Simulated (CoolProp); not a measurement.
Values from CoolProp's reference Helmholtz-energy equation of state, Schroeder 2014.

For ethanol, give the phase and the Joule-Thomson coefficient (K/MPa), viscosity (µPa s) at 253.05 °C and 3.93 bar; -35.15 °C and 6.56 bar; 65.55 °C and 4.66 bar.


- 253.05 °C and 3.93 bar: gas; Joule-Thomson coefficient 9.13, viscosity 15.5
- -35.15 °C and 6.56 bar: liquid; Joule-Thomson coefficient -0.437, viscosity 4360
- 65.55 °C and 4.66 bar: liquid; Joule-Thomson coefficient -0.274, viscosity 537

Viscosity comes from a separate model (Kiselev 2005).
